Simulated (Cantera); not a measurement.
Input: 1 mol BN, 2.9 mol F2, held at 848 K and 1000 Pa.

Method: chemical equilibrium by Gibbs-energy minimisation in Cantera with the NASA 1993 tables (ideal gas, pure condensed phases). Candidate condensed phases: B, BN; 13 gas species. Rates play no part.

Base state: F2 0.398, BF3 0.329, N2 0.161, F 0.105, NF3 0.00673 (mole fractions); condensed: gas only.

Task: What changes in the equilibrium state with this change: temperature from 848 K to 948.15 K?

Result: 
```csv
species,before,after
BF3,0.329,0.294
F,0.105,0.294
F2,0.398,0.265
N2,0.161,0.147
NF3,0.00673,0.000498
```
